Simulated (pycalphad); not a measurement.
## Effect of Si content in Al-Si-Mn

Computed with pycalphad from the COST 507 light-alloy database (1999), at 1 atm. These are 1990s assessments: newer ones move some temperatures and phases. Phase fractions are per mole of atoms.

```
alloy                      liquidus (K)   first solid  solidus (K)  phases at 970 K
-------------------------  ------------  ------------  -----------  ---------------
Al-2.813Si-2.47Mn (wt.%)            960  ALMNSI_ALPHA          849      liquid 1.00
Al-5.62Si-2.467Mn (wt.%)            966  ALMNSI_ALPHA          849      liquid 1.00
Al-11.22Si-2.462Mn (wt.%)           955  ALMNSI_ALPHA          849      liquid 1.00
Al-16.79Si-2.457Mn (wt.%)           933  ALMNSI_ALPHA          849      liquid 1.00
Al-22.33Si-2.451Mn (wt.%)    (withheld)    (withheld)          849       (withheld)
```

Task: What belongs in the gaps?

Result: 
- Al-22.33Si-2.451Mn (wt.%), liquidus (K): 986
- Al-22.33Si-2.451Mn (wt.%), first solid: diamond (Si)
- Al-22.33Si-2.451Mn (wt.%), phases at 970 K: liquid 0.99, diamond (Si) 0.01

Database names, with the compositions (at.%) that they take in these runs: ALMNSI_ALPHA: Al 70-72 Mn 17 Si 10-13.
